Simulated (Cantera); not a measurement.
A freely propagating, adiabatic, planar premixed flame of 11.7 % CH₄, 18.1 % O₂, 67.8 % N₂, 2.46 % CO₂, equivalence ratio 1.3, unburnt at 598 K and 10.0 bar; mixture-averaged transport, grid criteria slope 0.08 and curve 0.16, no radiation.

Detailed kinetics in Cantera: GRI-Mech 3.0 (53 species, 325 reactions). Burning velocities carry a grid error of a few per cent, more on coarse grids.

Q: Predict: laminar burning velocity; thermal thickness; peak x(C₂H₆); peak x(HCN); peak x(CH₃).

A: 
```json
{
  "laminar_burning_velocity": "28.4 cm/s",
  "thermal_thickness": "0.110 mm",
  "peak x(C₂H₆)": "0.00105",
  "peak x(HCN)": "2.86e-5",
  "peak x(CH₃)": "0.00169"
}
```
